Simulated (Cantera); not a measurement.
Input: 1 mol MgO, 2.2 mol NF3, 1.4 mol N2, equilibrated at 1198.15 K and 0.000170 bar.

Equilibrium computed with Cantera from the NASA thermochemical tables; the gas is ideal and each condensed phase is pure. Candidate condensed phases: Mg, MgF2, MgO; 24 gas species. The numbers say what is thermodynamically allowed, not how fast it happens.

What is the equilibrium state?


| Property | Value |
|---|---|
| x(F) | 0.605 |
| x(N2) | 0.329 |
| x(O2) | 0.0658 |
| x(F2) | 0.000241 |
| x(MgF2) | 0.000167 |
| x(NO) | 6.97e-5 |
| n(MgF2(s)) | 0.999 mol |
| gas amount | 7.599 mol |
| log10 activity of Mg(l) (absent) | -32.54 |
